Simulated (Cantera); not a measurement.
# Equilibrium for silicon nitride deposition: SiHCl3 + NH3

A closed system holds: 1 mol SiHCl3, 0.15 mol NH3, held at 775 K.

Equilibrium computed with Cantera from the NASA thermochemical tables; the gas is ideal and each condensed phase is pure. Candidate condensed phases: NH4Cl, Si, Si3N4; 28 gas species. The tables' values for SiCl3 are old estimates; treat these amounts as uncertain. Rates play no part.

```
P (Pa)  x SiCl4   x H2  x SiHCl3     x HCl  x SiH2Cl2  n Si(s)  n Si3N4(s)
------  -------  -----  --------  --------  ---------  -------  ----------
5         0.495  0.479    0.0123    0.0125    2.36e-5    0.137      0.0375
15        0.494  0.479    0.0162   0.00948    4.08e-5    0.135      0.0375
45        0.492  0.479    0.0212   0.00719    7.05e-5    0.132      0.0375
140       0.489  0.477    0.0280   0.00540   0.000124    0.129      0.0375
410       0.484  0.475    0.0363   0.00410   0.000209    0.125      0.0375
1200      0.478  0.472    0.0468   0.00312   0.000353    0.121      0.0375
3700      0.469  0.467    0.0609   0.00233   0.000609    0.116      0.0375
11000     0.459  0.460    0.0780   0.00175    0.00102    0.109      0.0375
33000     0.445  0.452    0.0995   0.00131    0.00171    0.101      0.0375
100000    0.429  0.441     0.126  0.000971    0.00286   0.0907      0.0375
```
x: gas mole fraction; n: condensed amount in mol.

From 5.00 Pa to 1.00 bar the condensed part is Si(s) + Si3N4(s). The main Si-bearing gas is SiCl4 throughout. The share of Si in condensed phases is highest at 5.00 Pa (24.9 %) and lowest at 1.00 bar (20.3 %).
